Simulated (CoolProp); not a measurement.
Properties of diethyl ether at several states (Tc = 467.9 K, pc = 3717 kPa, ω = 0.282).

Computed with CoolProp (reference Helmholtz-energy equation of state, Thol 2014).

| T (K) | p (kPa) | phase | Z | cv (kJ/(kg K)) | speed of sound (m/s) | isothermal compressibility (1/MPa) | expansivity (1/kK) | fugacity coefficient |
|---|---|---|---|---|---|---|---|---|
| 536.9 | 13900 | supercritical | 0.5664 | 2.321 | 338.7 | 0.02887 | 4.219 | 0.4559 |
| 494.5 | 14.6 | gas | 0.9989 | 2.117 | 241.4 | 68.57 | 2.030 | 0.9989 |
| 372.2 | 9550 | liquid | 0.3599 | 1.920 | 763.2 | 0.003593 | 1.972 | 0.08185 |
| 538.8 | 85.7 | gas | 0.9953 | 2.239 | 250.9 | 11.72 | 1.889 | 0.9953 |
| 282.9 | 11000 | liquid | 0.4699 | 1.743 | 1110 | 0.001422 | 1.375 | 0.005473 |
| 340.1 | 1730 | liquid | 0.06878 | 1.865 | 790.3 | 0.003237 | 1.974 | 0.1591 |
